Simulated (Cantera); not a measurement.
**Equilibrium for aluminium and copper etching: Cu + HF**

Charge: 1 mol Cu, 4.1 mol HF, at 75.0 Torr.

These are equilibrium values from Cantera (NASA tables, ideal gas, pure condensed phases), not measurements of a reactor. Candidate condensed phases: Cu, CuF2; 15 gas species. Rates play no part.

```csv
T (K),log p HF,log p CuF,log p H2,log p H2F2,log p Cu,log p CuF2,n Cu(s),n Cu(l)
550,-1.00,<-13,-11.47,-5.14,<-13,<-13,1.00,0
625,-1.00,-12.68,-11.34,-5.48,<-13,<-13,1.00,0
700,-1.00,-10.67,-10.75,-5.74,<-13,-11.16,1.00,0
775,-1.00,-9.38,-9.59,-5.96,<-13,-10.32,1.00,0
850,-1.00,-8.35,-8.61,-6.13,<-13,-9.66,1.00,0
925,-1.00,-7.48,-7.77,-6.28,-12.22,-9.12,1.000,0
1000,-1.00,-6.76,-7.05,-6.40,-10.81,-8.66,1.000,0
1075,-1.00,-6.13,-6.43,-6.51,-9.59,-8.27,1.000,0
1150,-1.00,-5.59,-5.89,-6.60,-8.54,-7.93,1.000,0
1225,-1.00,-5.12,-5.42,-6.68,-7.62,-7.64,1.000,0
1300,-1.00,-4.70,-5.00,-6.75,-6.80,-7.38,0.999,0
1375,-1.00,-4.34,-4.64,-6.81,-6.08,-7.14,0,0.998
1450,-1.00,-4.02,-4.32,-6.86,-5.46,-6.94,0,0.996
```
log p: log10 of the partial pressure in bar; n: condensed amount in mol.

From 550 K to 1300 K the condensed part is Cu(s). From 1375 K to 1450 K the condensed part is Cu(l).
